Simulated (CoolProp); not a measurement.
The fluid at 298.15 K and 1.86 MPa flows at 12 m/s in a round tube of 4.6 mm bore and 0.25 µm roughness, fully developed (64/Re and Nu = 3.66 if laminar; Colebrook and Gnielinski if turbulent). The same conditions are run with several fluids, on thermodynamics alone (safety and materials aside).

Model: reference Helmholtz-energy equation of state of each fluid (dry air: Lemmon 2000; CF4 (R14): Platzer 1990; methane: Setzmann 1991; C2F6 (R116): Lemmon 2006; ethane: Bücker 2006), in CoolProp. The equations of Platzer and Polt are older, rougher fits. Blends and air are pseudo-pure fits.

**Question.** Rank dry air, CF4 (R14), methane, C2F6 (R116), ethane by Reynolds number, highest first.

**Answer.** C2F6 (R116) (494000), CF4 (R14) (214000), ethane (148000), dry air (64400), methane (59900)

| fluid | Darcy friction factor | pressure drop (Pa/m) | heat-transfer coefficient (W/(m² K)) | mass flow (kg/h) |
|---|---|---|---|---|
| dry air | 0.0200 | 6830 | 762 | 15.7 |
| CF4 (R14) | 0.0159 | 17600 | 1350 | 50.9 |
| methane | 0.0203 | 3950 | 976 | 8.93 |
| C2F6 (R116) | 0.0139 | 29300 | 2780 | 96.6 |
| ethane | 0.0170 | 7100 | 1480 | 19.2 |

Transport values come from each fluid's own correlations; those of CF4 (R14), C2F6 (R116) are estimates that may be off by 10 % or more.
